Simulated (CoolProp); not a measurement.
Model: reference Helmholtz-energy equation of state, Tillner-Roth 1994, in CoolProp.

### Question
Give the vapour pressure (MPa), vapour density (kg/m³), liquid cp (kJ/(kg K)), liquid viscosity (µPa s) of saturated R134a at -29.65, -12.35 °C.

### Answer
| T (°C) | p (MPa) | vapour density (kg/m³) | liquid cp (kJ/(kg K)) | liquid viscosity (µPa s) |
|---|---|---|---|---|
| -29.65 | 0.0858 | 4.50 | 1.27 | 399 |
| -12.35 | 0.183 | 9.18 | 1.31 | 313 |

Viscosity comes from a separate model (Huber 2003), an estimate that may be off by 10 % or more.
